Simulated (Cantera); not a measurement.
**Silicon carbide growth: Si(CH3)4 + CH4 + H2**

Charge: 1 mol Si(CH3)4, 0.02 mol CH4, a varied amount of H2, held at 2373.15 K and 1.33 mbar.

Equilibrium computed with Cantera from the NASA thermochemical tables; the gas is ideal and each condensed phase is pure. Candidate condensed phases: C, C6H6, C7H8, C8H18, Si, SiC; 87 gas species. Kinetics and transport are ignored.

From 47 mol H2 to 310 mol H2 the condensed part is C(graphite). From 490 mol H2 to 2000 mol H2 nothing is condensed. The main Si-bearing gas is Si throughout.

```tsv
n(H2) (mol)	x H2	x H	x Si	x C2H2 (acetylene)	x SiC2	x SiH	x C2H	x Si2C	n C(graphite)
47	0.667	0.313	0.0130	0.00411	0.00230	0.000126	0.000104	7.50e-5	3.17
75	0.672	0.314	0.00860	0.00414	0.00152	8.33e-5	0.000104	3.27e-5	2.88
120	0.675	0.314	0.00557	0.00415	0.000981	5.40e-5	0.000105	1.37e-5	2.41
190	0.677	0.315	0.00359	0.00416	0.000633	3.49e-5	0.000105	5.70e-6	1.67
310	0.678	0.315	0.00224	0.00417	0.000394	2.17e-5	0.000105	2.21e-6	0.420
490	0.680	0.316	0.00149	0.00307	0.000192	1.45e-5	7.69e-5	8.35e-7	0
780	0.681	0.316	0.000978	0.00198	8.14e-5	9.53e-6	4.96e-5	2.90e-7	0
1300	0.682	0.316	0.000607	0.00121	3.09e-5	5.92e-6	3.04e-5	8.74e-8	0
2000	0.683	0.316	0.000402	0.000797	1.34e-5	3.92e-6	2.00e-5	3.11e-8	0
```
x: gas mole fraction; n: condensed amount in mol.
